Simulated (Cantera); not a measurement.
Cantera run, input and output.

```python
import numpy as np
import cantera as ct

gas = ct.Solution("gri30.yaml")
gas.TP = 300, 76000
flame = ct.CounterflowDiffusionFlame(gas, width=0.02)
flame.fuel_inlet.X, flame.fuel_inlet.T = {'CO': 1, 'H2': 0.19, 'N2': 1.2}, 450
flame.oxidizer_inlet.X, flame.oxidizer_inlet.T = {'O2': 0.2, 'N2': 0.8}, 648
flame.set_refine_criteria(ratio=3, slope=0.12, curve=0.24, prune=0.03)
show = ['OH', 'H', 'NO', 'CO']

rows = []
print(f"{'mdot':>8s}{'a_max':>10s}{'a_mean':>10s}{'Tmax/K':>9s}" + "".join(f"{s:>11s}" for s in show) + "   (peak mole fractions)")
for i, mdot in enumerate([0.46, 0.62, 0.84, 1.1, 1.6, 2.1, 2.9, 3.9, 5.4, 7.3]):  # kg/m2/s on the oxidiser side
    flame.oxidizer_inlet.mdot, flame.fuel_inlet.mdot = mdot, 0.95 * mdot
    flame.solve(loglevel=0, auto=(i == 0))
    if flame.T.max() < max(450, 648) + 100:
        print(f"{mdot:8.3g}  no burning solution found from the previous one")
        break
    dT = np.abs(np.gradient(flame.T, flame.grid))
    rows.append([flame.strain_rate("max"), flame.strain_rate("mean"), flame.T.max(),
                 *(flame.X[gas.species_index(s)].max() for s in show), max(dT[0], dT[-1]) / dT.max()])
    print(f"{mdot:8.3g}{rows[-1][0]:10.1f}{rows[-1][1]:10.1f}{rows[-1][2]:9.1f}" + "".join(f"{x:11.3e}" for x in rows[-1][3:-1]))
```

It prints:

```
    mdot     a_max    a_mean   Tmax/K         OH          H         NO         CO   (peak mole fractions)
    0.46     302.4      98.1   1742.4  4.125e-03  8.677e-03  3.539e-05  4.207e-01
    0.62     400.9     132.2   1707.2  4.042e-03  9.476e-03  3.190e-05  4.205e-01
    0.84     534.6     179.1   1670.0  3.908e-03  1.025e-02  2.843e-05  4.205e-01
     1.1     690.7     234.5   1635.1  3.767e-03  1.087e-02  2.538e-05  4.205e-01
     1.6     984.4     341.1   1581.2  3.488e-03  1.157e-02  2.080e-05  4.204e-01
     2.1    1276.4     447.6   1538.6  3.253e-03  1.183e-02  1.735e-05  4.203e-01
     2.9    1729.3     618.2   1480.5  2.869e-03  1.166e-02  1.290e-05  4.203e-01
     3.9    2278.4     831.3   1410.6  2.396e-03  1.062e-02  8.426e-06  4.204e-01
     5.4    3017.0    1151.1   1270.8  1.479e-03  6.791e-03  2.555e-06  4.205e-01
     7.3  no burning solution found from the previous one
```

Model: GRI-Mech 3.0 (53 species, 325 reactions), integrated in Cantera. The maximum strain rate includes the flame's own expansion and is several times the mean. A flux with no burning solution from the previous one only brackets extinction.
